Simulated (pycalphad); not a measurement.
Computed with pycalphad from the COST 507 light-alloy database (1999), at 1 atm. The data set is of 1999 and partly superseded. Phase fractions are per mole of atoms.

Question: Give the equilibrium state of Al-0.44Fe-1.05Si (at.%) at 850 K.

Answer: FCC_A1, fraction 0.971, with 0.01 Fe, 0.63 Si at.%; ALFESI_BETA, fraction 0.029, with 15.0 Fe, 15.0 Si at.%.

Question: Give the equilibrium state of Al-0.44Fe-1.05Si (at.%) at 650 K.

Answer: 
```
T = 650.00 K, P = 101325 Pa, N = 1 mol of atoms
G = -22820 J/mol, H = 8908 J/mol, S = 48.81 J/(mol K)  (SER reference)
chemical potentials (J/mol): Al -22386, Fe -137128, Si -15618
phase             fraction      x(Al)      x(Fe)      x(Si)
FCC_A1              0.9664     0.9981    8.4e-07     0.0019
ALFESI_BETA         0.0293     0.7000     0.1500     0.1500
DIAMOND_A4          0.0043   6.54e-09       none     1.0000
```

Database names, with the compositions (at.%) that they take in these runs: ALFESI_BETA: Al 70 Fe 15 Si 15. FCC_A1 is fcc; DIAMOND_A4 is diamond (Si). An entry "none" or "no" means that the model of the phase leaves that element out.
